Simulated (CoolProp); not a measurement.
The fluoroketone C6F12O (FK-5-1-12) along the isotherm 496.8 K: density (kg/m³) from the reference equation and from simpler models built on Tc = 441.8 K, pc = 1.869 MPa, ω = 0.471; each cubic takes its own stable root.

Values from CoolProp's reference Helmholtz-energy equation of state, McLinden 2015.

```csv
p (MPa),phase,reference,van der Waals,Peng-Robinson
0.467,gas,37.90,…,38.13
0.935,gas,81.01,81.53,82.01
1.4,gas,130.6,133.1,132.8
1.87,supercritical,190.3,…,193.8
2.34,supercritical,263.3,292.7,266.8
2.8,supercritical,351.7,428.9,351.4
3.27,supercritical,459.8,539.7,…
3.74,supercritical,573.1,602.3,541.1
4.21,supercritical,668.7,644.2,623.7
4.67,supercritical,739.5,675.1,691.6
```

Some entries are withheld; supply them.


- 0.467, van der Waals: 37.94
- 1.87, van der Waals: 199.1
- 3.27, Peng-Robinson: 447.1
